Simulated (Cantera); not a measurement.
A Cantera script and its output.

```python
import numpy as np
import cantera as ct

gas = ct.Solution("gri30.yaml")


def delay(T, t_max=10):
    gas.TPX = T, 101325, {'C3H8': 1, 'O2': 2.5, 'N2': 9.5}
    reactor = ct.IdealGasReactor(gas, clone=False)
    net = ct.ReactorNet([reactor])
    net.rtol, net.atol = 1e-8, 1e-16
    while net.time < t_max:
        t_old, T_old = net.time, reactor.T
        net.step()
        if reactor.T > T + 400:  # ignition: a rise of 400 K
            return t_old + (T + 400 - T_old) / (reactor.T - T_old) * (net.time - t_old)
    return np.nan


taus = []
for T in [1075, 1175, 1275, 1375, 1475, 1575, 1675, 1775]:
    taus.append(delay(T))
    print(f"T0 = {T:6g} K   tau = {taus[-1]:.4e} s")
```

Output:

```
T0 =   1075 K   tau = 9.6234e-02 s
T0 =   1175 K   tau = 9.9059e-03 s
T0 =   1275 K   tau = 1.4282e-03 s
T0 =   1375 K   tau = 3.0833e-04 s
T0 =   1475 K   tau = 9.6039e-05 s
T0 =   1575 K   tau = 4.0190e-05 s
T0 =   1675 K   tau = 2.0969e-05 s
T0 =   1775 K   tau = 1.2795e-05 s
```

Model: GRI-Mech 3.0 (53 species, 325 reactions), integrated in Cantera. GRI-Mech 3.0 was tuned for natural gas; its chemistry of propane as a main component is partial and can be far from experiment.
